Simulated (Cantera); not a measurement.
Feed: 1 mol C, 1.7 mol CO2, 26 mol H2, at 69.0 bar.

Equilibrium computed with Cantera from the NASA thermochemical tables; the gas is ideal and each condensed phase is pure. Candidate condensed phases: C, C6H6, C7H8, C8H18, H2O; 110 gas species. The ideal-gas law is rough above about 30 bar. Rates play no part.

x: gas mole fraction; nothing condenses.

```
T (°C)   x H2   x H2O   x CH4      x CO    x CO2   x C2H6
------  -----  ------  ------  --------  -------  -------
777     0.740   0.144   0.115  0.000826      [?]  4.77e-6
827     0.743   0.142   0.112   0.00253      [?]  6.66e-6
877     0.751   0.135   0.107   0.00652      [?]  8.46e-6
927     0.763   0.124  0.0968    0.0138      [?]  9.46e-6
977     0.781   0.110  0.0832    0.0243      [?]  9.20e-6
1027    0.800  0.0934  0.0681    0.0364  0.00241  7.90e-6
1077    0.818  0.0780  0.0534    0.0484  0.00235  6.12e-6
1127    0.834  0.0647  0.0405    0.0591      [?]  4.37e-6
1177    0.846  0.0540  0.0299    0.0679      [?]  2.93e-6
```

**Question.** Fill in the missing entries.

**Answer.** 
- 777, x CO2: 0.000190
- 827, x CO2: 0.000475
- 877, x CO2: 0.000989
- 927, x CO2: 0.00164
- 977, x CO2: 0.00218
- 1127, x CO2: 0.00211
- 1177, x CO2: 0.00182
